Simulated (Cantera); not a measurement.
Input (Python, Cantera) and output of one run.

```python
import numpy as np
import cantera as ct

gas_names = """
    C CH CH2 CH3 CH2OH CH3O CH4 CH3OH CO CO2 COOH C2 C2H CHCO,ketyl C2H2,acetylene C2H2,vinylidene
    CH2CO,ketene C2H3,vinyl CH3CO,acetyl C2H4 C2H4O,ethylen CH3CHO,ethanal CH3COOH (HCOOH)2 C2H5 C2H6
    CH3OCH3 C2H5OH C2O C3 C3H3,propargyl C3H4,allene C3H4,propyne C3H4,cyclo- C3H5,allyl C3H6,propylene
    C3H6,cyclo- C3H6O C3H7,n-propyl C3H7,i-propyl C3H8 C3H8O,1propanol C3H8O,2propanol C3O2 C4 C4H2
    C4H4,1,3-cyclo- C4H6,butadiene C4H6,2-butyne C4H6,cyclo- C4H8,1-butene C4H8,cis2-buten
    C4H8,tr2-butene C4H8,isobutene C4H8,cyclo- (CH3COOH)2 C4H9,n-butyl C4H9,i-butyl C4H9,s-butyl
    C4H9,t-butyl C4H10,isobutane C4H10,n-butane C5 C5H6,1,3cyclo- C5H8,cyclo- C5H10,1-pentene
    C5H10,cyclo- C5H11,pentyl C5H11,t-pentyl C5H12,n-pentane C5H12,i-pentane CH3C(CH3)2CH3 C6H2
    C6H5,phenyl C6H5O,phenoxy C6H6 C6H5OH,phenol C6H10,cyclo- C6H12,1-hexene C6H12,cyclo- C6H13,n-hexyl
    C7H7,benzyl C7H8 C7H8O,cresol C7H14,1-heptene C7H15,n-heptyl C7H16,n-heptane C8H8,styrene
    C8H10,ethylbenz C8H16,1-octene C8H17,n-octyl C8H18,isooctane C8H18,n-octane C9H19,n-nonyl
    C10H8,naphthale C10H21,n-decyl C12H9,o-bipheny C12H10,bipheny Fe FeC5O5 FeO Fe(OH)2 H HCO HO2 H2
    HCHO,formaldehy HCOOH H2O H2O2 O OH O2 O3
""".split()
cond_names = """
    C(gr) C6H6(L) C7H8(L) C8H18(L),n-octa Fe(a) Fe(c) Fe(d) Fe(L) FeC5O5(L) FeO(s) FeO(L) Fe(OH)2(s)
    Fe(OH)3(s) Fe2O3(s) Fe3O4(s) H2O(s) H2O(L)
""".split()


def load(file, names, dense=False):
    # The tables refer to 1 bar. Condensed volumes are neglected.
    table = {s.name: s for s in ct.Species.list_from_file(file)}
    out = []
    for n in names:
        d = dict(table[n].input_data)
        d["thermo"] = dict(d["thermo"], **{"reference-pressure": 1e5})
        if dense:
            d["equation-of-state"] = {"model": "constant-volume", "density": "1e6 g/cm^3"}
        out.append(ct.Species.from_dict(d))
    return out


gas = ct.Solution(thermo="ideal-gas", species=load("nasa_gas.yaml", gas_names))
cond = {s.name: ct.Solution(thermo="fixed-stoichiometry", species=[s], name=s.name)
        for s in load("nasa_condensed.yaml", cond_names, dense=True)}
atoms = {
    'Fe(CO)5': {'Fe': 1, 'C': 5, 'O': 5},
    'H2': {'H': 2},
}
top_T = {'C(gr)': 4500, 'Fe2O3(s)': 1830, 'Fe3O4(s)': 1870}  # K; cautious upper limits of use, not melting points


def equilibrate(T, P, feed):
    n = {}
    for name, mol in feed.items():
        for a, k in atoms[name].items():
            n[a] = n.get(a, 0.0) + k * mol
    gas.TPX = T, P, n
    mass = sum(n.values()) * gas.mean_molecular_weight
    gas.equilibrate("TP")
    valid = [c for c in cond.values() if c.min_temp <= T <= top_T.get(c.name, c.max_temp)]
    mix = ct.Mixture([(gas, mass / gas.mean_molecular_weight)] + [(c, 0.0) for c in valid])
    mix.T, mix.P = T, P
    mix.equilibrate("TP", solver="vcs", rtol=1e-11, max_steps=5000)
    return mix


results = []
feed = {'Fe(CO)5': 1, 'H2': 3.3}  # mol
T = 1473.15  # K
for P in [10, 36, 130, 460, 1700, 6000, 22000, 77000, 280000, 1000000]:
    mix = equilibrate(T, P, feed)
    results.append((T, P, feed, dict(zip(mix.species_names, mix.species_moles))))

top = {s: max(r[3][s] / sum(r[3][g] for g in gas_names) for r in results) for s in gas_names}
cols = sorted((s for s in top if top[s] > 1e-05), key=lambda s: -top[s])[:8]
seen = [c for c in cond_names if any(r[3].get(c, 0) > 1e-12 for r in results)]
print("log10 of partial pressures in bar; condensed amounts in mol")
print(f"{'P/Pa':>10s}" + "".join(f"{s[:9]:>10s}" for s in cols + seen))
for T, P, feed, n in results:
    ng = sum(n[g] for g in gas_names)
    print(f"{P:10.4g}" + "".join(f"{np.log10(max(n[s] / ng * P / 1e5, 1e-99)):10.3f}" for s in cols)
          + "".join(f"{n.get(c, 0):10.4g}" for c in seen))
```

Result:

```
log10 of partial pressures in bar; condensed amounts in mol
      P/Pa        CO        H2       H2O       CH4       CO2        Fe         H     C(gr)     Fe(c)
        10    -4.221    -4.402   -10.694   -11.944   -10.906    -7.076    -7.098         0     0.993
        36    -3.664    -3.845    -9.759   -10.651    -9.972    -7.076    -6.819         0    0.9981
       130    -3.106    -3.287    -8.813    -9.365    -9.026    -7.076    -6.540         0    0.9995
       460    -2.557    -2.738    -7.865    -8.119    -8.078    -7.076    -6.266         0    0.9998
      1700    -1.990    -2.170    -6.839    -6.873    -7.052    -7.076    -5.982 5.217e-06         1
      6000    -1.442    -1.623    -5.744    -5.778    -5.957    -7.076    -5.708 0.0001275         1
   2.2e+04    -0.878    -1.058    -4.616    -4.649    -4.829    -7.076    -5.426  0.000583         1
   7.7e+04    -0.334    -0.515    -3.528    -3.562    -3.741    -7.076    -5.154  0.002149         1
   2.8e+05     0.226     0.044    -2.409    -2.445    -2.620    -7.076    -4.875  0.007925         1
     1e+06     0.777     0.590    -1.312    -1.353    -1.518    -7.076    -4.602   0.02833         1
```

Method: chemical equilibrium by Gibbs-energy minimisation in Cantera with the NASA 1993 tables (ideal gas, pure condensed phases). Iron dissolves carbon and melts from about 1420 K in contact with it, which pure phases cannot show. Condensed phases not in the tables: cementite and carbon dissolved in iron.
